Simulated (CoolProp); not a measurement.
Vapour-liquid equilibrium of carbon dioxide (1) + CH3F (R41) (2) at 248.1 K; x and y are mole fractions of (1).

Values from CoolProp's multi-fluid Helmholtz-energy mixture model, Span 1996 and Lemmon 2006; pair parameters Bell 2016.

| x | bubble pressure, mixture model (kPa) | bubble pressure, Raoult's law (kPa) | y, mixture model | y, Raoult's law |
|---|---|---|---|---|
| 0.05 | 1002 | 1003 | 0.076 | 0.084 |
| 0.15 | 1067 | 1075 | 0.213 | 0.235 |
| 0.25 | 1131 | 1146 | 0.336 | 0.367 |
| 0.35 | 1195 | 1217 | 0.449 | 0.483 |
| 0.45 | 1261 | 1288 | 0.553 | 0.587 |
| 0.55 | 1329 | 1360 | 0.651 | 0.680 |
| 0.65 | 1400 | 1431 | 0.741 | 0.763 |
| 0.75 | 1475 | 1502 | 0.825 | 0.839 |
| 0.85 | 1554 | 1573 | 0.901 | 0.908 |
| 0.95 | 1637 | 1644 | 0.969 | 0.971 |

The largest gap from Raoult's law is -2.3 % in bubble pressure, at x = 0.55. No azeotrope shows between x = 0.05 and 0.95.

Pair parameters are fitted to limited data, so mixtures are less certain than the pure fluids.
